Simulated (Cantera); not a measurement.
A closed system holds: 1 mol Cu, 5 mol NH₃, 2.6 mol H₂, equilibrated at 1352 °C and 0.000350 bar.

Method: chemical equilibrium by Gibbs-energy minimisation in Cantera with the NASA 1993 tables (ideal gas, pure condensed phases). Candidate condensed phases: Cu; 11 gas species. The numbers say what is thermodynamically allowed, not how fast it happens.

Base state: H₂ 0.740, N₂ 0.184, Cu 0.0734, H 0.00324, Cu₂ 2.71e-5 (mole fractions); condensed: gas only.

### Question
What changes in the equilibrium state with this change: Cu replaced by Ni?

### Answer
| species | before | after |
|---|---|---|
| H₂ | 0.740 | 0.797 |
| N₂ | 0.184 | 0.198 |
| H | 0.00324 | 0.00337 |
| Cu | 0.0734 | 0 |
| Ni | 0 | 0.00196 |
| Cu₂ | 2.71e-5 | 0 |
| Ni(s), mol | 0 | 0.975 |
Further candidate phases: Ni.
